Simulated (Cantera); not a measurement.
# Chemical vapour transport: Fe₂O₃ + H₂O

Charge: 1 mol Fe₂O₃, 0.65 mol H₂O, equilibrated at 23000 Pa.

These are equilibrium values from Cantera (NASA tables, ideal gas, pure condensed phases), not measurements of a reactor. Candidate condensed phases: Fe, FeO, Fe(OH)₂, Fe(OH)₃, Fe₂O₃, Fe₃O₄, H₂O; 12 gas species. Mutual solubility and eutectic melting of coexisting phases are not modelled. Kinetics and transport are ignored.

From 427 °C to 927 °C the condensed part is Fe₂O₃(s). From 1027 °C to 1227 °C the condensed part is Fe₂O₃(s) + Fe₃O₄(s). At 1327 °C the condensed part is Fe₃O₄(s).

```
T (°C)  x H₂O      x O₂      x OH      x H₂       x O  x Fe(OH)₂  n Fe₂O₃(s)  n Fe₃O₄(s)
------  -----  --------  --------  --------  --------  ---------  ----------  ----------
427      1.00  4.73e-11    <1e-12  7.97e-11    <1e-12     <1e-12        1.00           0
527      1.00   1.43e-9  3.62e-11   2.86e-9    <1e-12     <1e-12        1.00           0
627      1.00   2.21e-8   1.08e-9   4.48e-8    <1e-12   2.63e-12        1.00           0
727     1.000   2.00e-7   1.64e-8   4.08e-7    <1e-12   1.05e-10        1.00           0
827     1.000   1.21e-6   1.52e-7   2.50e-6  5.73e-12    2.11e-9        1.00           0
927     1.000   5.44e-6   9.75e-7   1.14e-5  1.22e-10    2.56e-8        1.00           0
1027    1.000   7.19e-5   6.52e-6   2.13e-5   3.13e-9    1.51e-7       1.000    0.000163
1127    0.998   0.00159   4.14e-5   2.36e-5   7.87e-8    5.54e-7       0.994     0.00413
1227    0.977    0.0231  0.000203   2.54e-5   1.28e-6    1.67e-6       0.908      0.0615
1327    0.795     0.204  0.000715   2.44e-5   1.37e-5    3.73e-6           0       0.667
```
x: gas mole fraction; n: condensed amount in mol.
